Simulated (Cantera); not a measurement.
# Equilibrium for titanium nitride, carbide and oxide coatings: TiCl4 + C3H8

Feed: 1 mol TiCl4, 0.65 mol C3H8, at 4.60 mbar.

Cantera equilibrium calculation (NASA polynomials, part measured and part estimated; ideal gas, pure solids and liquids). Candidate condensed phases: C, C6H6, C7H8, C8H18, Ti, TiC, TiCl2, TiCl3, TiCl4; 96 gas species. The tables' values for TiCl2 are old estimates; treat these amounts as uncertain. TiC: taken at fixed stoichiometry. Kinetics and transport are ignored.

```tsv
T (°C)	x HCl	x H2	x TiCl4	x Cl	x TiCl3	x H	x TiCl2	x C2H2 (acetylene)	n C(graphite)	n TiC(s)
727	0.251	0.549	0.184	1.05e-8	0.0164	2.48e-8	1.25e-7	6.26e-10	1.72	0.226
827	0.369	0.466	0.135	1.85e-7	0.0301	2.60e-7	1.35e-6	6.20e-9	1.61	0.339
927	0.478	0.389	0.0889	1.93e-6	0.0442	1.81e-6	9.02e-6	3.99e-8	1.50	0.449
1027	0.565	0.328	0.0530	1.36e-5	0.0540	9.34e-6	4.12e-5	1.89e-7	1.41	0.544
1127	0.629	0.284	0.0295	6.98e-5	0.0576	3.82e-5	0.000141	7.14e-7	1.33	0.621
1227	0.675	0.253	0.0159	0.000281	0.0561	0.000130	0.000385	2.28e-6	1.27	0.681
1327	0.707	0.231	0.00860	0.000933	0.0516	0.000385	0.000890	6.34e-6	1.22	0.728
1427	0.729	0.215	0.00472	0.00266	0.0459	0.00101	0.00181	1.58e-5	1.19	0.765
1527	0.742	0.203	0.00263	0.00665	0.0398	0.00238	0.00330	3.56e-5	1.16	0.793
1627	0.745	0.195	0.00146	0.0149	0.0333	0.00516	0.00547	7.43e-5	1.13	0.816
1727	0.735	0.189	0.000789	0.0302	0.0266	0.0104	0.00823	0.000145	1.11	0.835
1827	0.707	0.186	0.000399	0.0554	0.0197	0.0198	0.0112	0.000269	1.10	0.851
1927	0.659	0.185	0.000183	0.0925	0.0133	0.0357	0.0136	0.000474	1.08	0.866
```
x: gas mole fraction; n: condensed amount in mol.

From 727 °C to 1927 °C the condensed part is C(graphite) + TiC(s). The share of Ti in condensed phases is highest at 1927 °C (86.6 %) and lowest at 727 °C (22.6 %).
